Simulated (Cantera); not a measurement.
Input (Python, Cantera) and output of one run.

```python
import numpy as np
import cantera as ct

gas_names = """
    Fe H H2 H2S S SH S2 S8
""".split()
cond_names = """
    Fe(a) Fe(c) Fe(d) Fe(L) FeS(a) FeS(b) FeS(c) FeS(L) FeS2(s) S(cr1) S(cr2) S(L)
""".split()


def load(file, names, dense=False):
    # The tables refer to 1 bar. Condensed volumes are neglected.
    table = {s.name: s for s in ct.Species.list_from_file(file)}
    out = []
    for n in names:
        d = dict(table[n].input_data)
        d["thermo"] = dict(d["thermo"], **{"reference-pressure": 1e5})
        if dense:
            d["equation-of-state"] = {"model": "constant-volume", "density": "1e6 g/cm^3"}
        out.append(ct.Species.from_dict(d))
    return out


gas = ct.Solution(thermo="ideal-gas", species=load("nasa_gas.yaml", gas_names))
cond = {s.name: ct.Solution(thermo="fixed-stoichiometry", species=[s], name=s.name)
        for s in load("nasa_condensed.yaml", cond_names, dense=True)}
atoms = {
    'FeS2': {'Fe': 1, 'S': 2},
    'H2': {'H': 2},
}
top_T = {'FeS2(s)': 1010}  # K; cautious upper limits of use, not melting points


def equilibrate(T, P, feed):
    n = {}
    for name, mol in feed.items():
        for a, k in atoms[name].items():
            n[a] = n.get(a, 0.0) + k * mol
    gas.TPX = T, P, n
    mass = sum(n.values()) * gas.mean_molecular_weight
    gas.equilibrate("TP")
    valid = [c for c in cond.values() if c.min_temp <= T <= top_T.get(c.name, c.max_temp)]
    mix = ct.Mixture([(gas, mass / gas.mean_molecular_weight)] + [(c, 0.0) for c in valid])
    mix.T, mix.P = T, P
    mix.equilibrate("TP", solver="vcs", rtol=1e-11, max_steps=5000)
    return mix


results = []
feed = {'FeS2': 1, 'H2': 62}  # mol
T = 1748.15  # K
P = 1333.22  # Pa
mix = equilibrate(T, P, feed)
results.append((T, P, feed, dict(zip(mix.species_names, mix.species_moles))))
print(gas.report(threshold=0.0001))
for i in range(1, mix.n_phases):
    print(f"{mix.phase(i).name:16s} {mix.phase_moles(i):12.5e} mol")
```

It prints:

```
       temperature   1748.2 K
          pressure   1333.2 Pa
           density   0.0002817 kg/m^3
  mean mol. weight   3.0712 kg/kmol
   phase of matter   gas

                          1 kg             1 kmol
                     ---------------   ---------------
          enthalpy        1.5279e+07        4.6925e+07  J
   internal energy        1.0547e+07         3.239e+07  J
           entropy             72753        2.2344e+05  J/K
    Gibbs function        -1.119e+08       -3.4368e+08  J
 heat capacity c_p             10935             33582  J/K
 heat capacity c_v            8227.4             25268  J/K

                      mass frac. Y      mole frac. X     chem. pot. / RT
                     ---------------   ---------------   ---------------
                Fe           0.01847         0.0010157           -7.0769
                 H        0.00064145         0.0019544           -11.703
                H2           0.63863           0.97288           -23.405
               H2S           0.14187          0.012786           -39.304
                 S         0.0038362        0.00036749           -15.899
                SH          0.035174         0.0032667           -27.601
                S2           0.16138         0.0077298           -31.798
     [   +1 minor]        3.0792e-24        3.6871e-26

Fe(d)             9.36277e-01 mol
FeS(L)            0.00000e+00 mol
S(L)              0.00000e+00 mol
```

Method: chemical equilibrium by Gibbs-energy minimisation in Cantera with the NASA 1993 tables (ideal gas, pure condensed phases).
